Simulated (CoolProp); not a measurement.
Vapour-liquid equilibrium of CF4 (R14) (1) + ethane (2) at -74.65 °C; x and y are mole fractions of (1).

Computed with CoolProp (multi-fluid Helmholtz-energy mixture model, Platzer 1990 and Bücker 2006; pair parameters Bell 2016). This equation is an older, rougher fit; its heat capacities, sound speeds and derivatives of the liquid may be far off and weren't checked against measurements.

```json
[
 {"x": "0.05", "bubble pressure (MPa)": "0.4952", "y at the bubble point": "0.581", "dew pressure at overall composition x (MPa)": "0.2139", "liquid density (mol/L)": "17.32"},
 {"x": "0.2", "bubble pressure (MPa)": "0.9354", "y at the bubble point": "0.777", "dew pressure at overall composition x (MPa)": "0.2551", "liquid density (mol/L)": "16.77"},
 {"x": "0.35", "bubble pressure (MPa)": "1.074", "y at the bubble point": "0.810", "dew pressure at overall composition x (MPa)": "0.3155", "liquid density (mol/L)": "16.20"},
 {"x": "0.5", "bubble pressure (MPa)": "1.144", "y at the bubble point": "0.828", "dew pressure at overall composition x (MPa)": "0.4126", "liquid density (mol/L)": "15.65"},
 {"x": "0.65", "bubble pressure (MPa)": "1.222", "y at the bubble point": "0.853", "dew pressure at overall composition x (MPa)": "0.5949", "liquid density (mol/L)": "15.13"},
 {"x": "0.8", "bubble pressure (MPa)": "1.322", "y at the bubble point": "0.897", "dew pressure at overall composition x (MPa)": "1.032", "liquid density (mol/L)": "14.69"},
 {"x": "0.95", "bubble pressure (MPa)": "1.434", "y at the bubble point": "0.969", "dew pressure at overall composition x (MPa)": "1.410", "liquid density (mol/L)": "14.36"}
]
```

No azeotrope shows between x = 0.05 and 0.95.

The pair parameters rest on a limited set of measurements; away from them the model extrapolates. With so large a gap from Raoult's law the liquid may split in two, which this calculation doesn't test in full.
